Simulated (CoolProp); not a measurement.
Sulfur dioxide at 298.15 K and 0.0801 MPa is compressed adiabatically to 0.56 MPa with isentropic efficiency 0.75. Each further row changes one setting.

The numbers come from the reference Helmholtz-energy equation of state, Gao 2016 in CoolProp.

| case | work (kJ/kg) | final temperature (K) | final density (kg/m³) |
|---|---|---|---|
| as stated | 121 | 480.5 | 9.13 |
| efficiency 1 | 90.5 | 439.2 | 10.1 |
| efficiency 0.65 | 139 | 505.6 | 8.65 |
